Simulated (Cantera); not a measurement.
A closed system holds: 1 mol AlN, 0.93 mol H2O, 7 mol Cl2, at 0.000170 bar.

Equilibrium computed with Cantera from the NASA thermochemical tables; the gas is ideal and each condensed phase is pure. Candidate condensed phases: Al, AlCl3, AlN, Al2O3, H2O, NH4Cl; 45 gas species. The tables' values for AlCl2 are old estimates; treat these amounts as uncertain. The numbers say what is thermodynamically allowed, not how fast it happens.

**Question.** At 1725 K, list the 5 most abundant gas species with their mole fractions, and the condensed phases.

**Answer.** Cl 0.798, HCl 0.136, N2 0.0364, AlCl3 0.0271, Cl2 0.00226. Condensed: Al2O3(s).
